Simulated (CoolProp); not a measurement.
Values from CoolProp's reference Helmholtz-energy equation of state, Span 2000.

Problem. For nitrogen, give the phase and the conductivity (mW/(m K)) at 344.05 °C and 1740 kPa; 390.45 °C and 2240 kPa.

Solution. 
- 344.05 °C and 1740 kPa: gas; conductivity 46.1
- 390.45 °C and 2240 kPa: gas; conductivity 48.7

Thermal conductivity comes from a separate model (Lemmon 2004).
